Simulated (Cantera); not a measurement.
A Cantera script and its output.

```python
import numpy as np
import cantera as ct

gas = ct.Solution("h2o2.yaml")
gas.TPX = 625, 190000, {'H2': 1, 'O2': 0.25, 'N2': 0.7}
flame = ct.FreeFlame(gas, width=0.026)
flame.set_refine_criteria(ratio=3, slope=0.08, curve=0.16)
flame.transport_model = "mixture-averaged"
flame.solve(loglevel=0, auto=True)
z, T = flame.grid, flame.T
thick = (T[-1] - T[0]) / np.gradient(T, z).max()
show = ['H2', 'O2', 'HO2', 'H2O2', 'O', 'H']
print(f"laminar burning velocity  {flame.velocity[0] * 100:.3f} cm/s")
print(f"burnt temperature         {T[-1]:.1f} K")
print(f"thermal thickness         {thick * 1e3:.4f} mm")
print(f"grid points               {len(z)}")
z0 = z[flame.heat_release_rate.argmax()]
print(f"{'z/mm':>9s}{'T/K':>9s}{'u/(m/s)':>9s}" + "".join(f"{s:>11s}" for s in show))
rows = []
for k in (-3, -2, -1.5, -1, -0.5, -0.25, 0, 0.25, 0.5, 1, 2, 4, 8):
    zz = z0 + k * thick
    rows.append([k * thick, np.interp(zz, z, T), np.interp(zz, z, flame.velocity),
                 *(np.interp(zz, z, flame.X[gas.species_index(s)]) for s in show)])
    print(f"{rows[-1][0] * 1e3:9.3f}{rows[-1][1]:9.1f}{rows[-1][2]:9.3f}" + "".join(f"{x:11.3e}" for x in rows[-1][3:]))
```

Output:

```
laminar burning velocity  1218.921 cm/s
burnt temperature         2487.1 K
thermal thickness         0.1934 mm
grid points               135
     z/mm      T/K  u/(m/s)         H2         O2        HO2       H2O2          O          H
   -0.580    625.0   12.189  5.128e-01  1.282e-01  6.250e-13  2.677e-16  2.027e-16  3.508e-16
   -0.387    625.0   12.189  5.128e-01  1.282e-01  1.167e-10  4.173e-14  1.282e-13  7.504e-13
   -0.290    625.0   12.189  5.128e-01  1.282e-01  6.388e-09  2.653e-12  1.169e-11  1.605e-10
   -0.193    625.1   12.190  5.128e-01  1.282e-01  1.049e-06  8.661e-10  3.427e-09  1.041e-07
   -0.097    650.7   12.624  5.090e-01  1.282e-01  3.671e-04  4.062e-06  1.484e-05  3.630e-04
   -0.048    893.9   16.894  4.730e-01  1.217e-01  2.875e-04  1.459e-05  4.503e-04  1.050e-02
    0.000   1339.7   24.536  3.600e-01  7.861e-02  1.247e-04  4.053e-06  4.019e-03  5.737e-02
    0.048   1640.8   29.778  2.616e-01  2.201e-02  3.430e-05  1.676e-06  4.535e-03  9.688e-02
    0.097   1775.0   32.004  2.377e-01  5.152e-03  7.782e-06  9.861e-07  3.064e-03  1.010e-01
    0.193   1905.4   34.054  2.407e-01  1.291e-03  1.997e-06  5.796e-07  2.284e-03  8.862e-02
    0.387   2041.1   36.108  2.513e-01  7.854e-04  1.219e-06  3.256e-07  1.672e-03  7.069e-02
    0.773   2175.8   38.083  2.619e-01  4.752e-04  7.612e-07  1.780e-07  1.045e-03  5.246e-02
    1.547   2289.5   39.701  2.709e-01  2.525e-04  4.321e-07  1.007e-07  5.666e-04  3.686e-02
```

Model: the H2/O2 subset of GRI-Mech 3.0, which has no nitrogen chemistry, integrated in Cantera. Burning velocities carry a grid error of a few per cent, more on coarse grids.
